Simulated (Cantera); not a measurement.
A closed system holds: 1 mol Si(CH3)4, 0.071 mol C2H2, 240 mol H2, 0.03 mol C2H4, equilibrated at 1023.15 K and 0.230 bar.

Method: chemical equilibrium by Gibbs-energy minimisation in Cantera with the NASA 1993 tables (ideal gas, pure condensed phases). Candidate condensed phases: C, C6H6, C7H8, C8H18, Si, SiC; 87 gas species. Rates play no part.

Q: What is the equilibrium state?

A: 
* **x(H2)**: 0.987
* **x(CH4)**: 0.0132
* **n(SiC(s))**: 1.00 mol
* **gas amount**: 242.9 mol
* **log10 activity of C(graphite) (absent)**: -0.10
* **log10 activity of Si(s) (absent)**: -3.22
